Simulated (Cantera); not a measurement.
Feed: 1 mol NH₃, 2.3 mol H₂O, 0.88 mol O₂, at 3173 K and 1.00 bar.

Method: chemical equilibrium by Gibbs-energy minimisation in Cantera with the NASA 1993 tables (ideal gas, pure condensed phases). Kinetics and transport are ignored.

```json
[
 {"species": "H₂O", "before": "0.442", "after": "0.780"},
 {"species": "N₂", "before": "0.0855", "after": "0.106"},
 {"species": "OH", "before": "0.116", "after": "0.0383"},
 {"species": "H₂", "before": "0.140", "after": "0.0309"},
 {"species": "H", "before": "0.0978", "after": "0.00402"},
 {"species": "O", "before": "0.0485", "after": "0.00300"},
 {"species": "O₂", "before": "0.0598", "after": "0.0297"},
 {"species": "NO", "before": "0.0102", "after": "0.00801"},
 {"species": "H₂O₂", "before": "2.45e-6", "after": "3.47e-5"},
 {"species": "N", "before": "1.17e-5", "after": "1.14e-6"},
 {"species": "NO₂", "before": "2.83e-6", "after": "1.78e-5"},
 {"species": "HO₂", "before": "4.69e-5", "after": "0.000124"}
]
```
Gas species are given as mole fractions.

Q: Which change was made?
A. pressure from 1.00 bar to 0.490 bar
B. pressure from 1.00 bar to 130 bar
C. temperature from 3173 K to 1600 K
D. temperature from 3173 K to 3448 K

A: B, pressure from 1.00 bar to 130 bar. The ideal-gas law is rough above about 30 bar
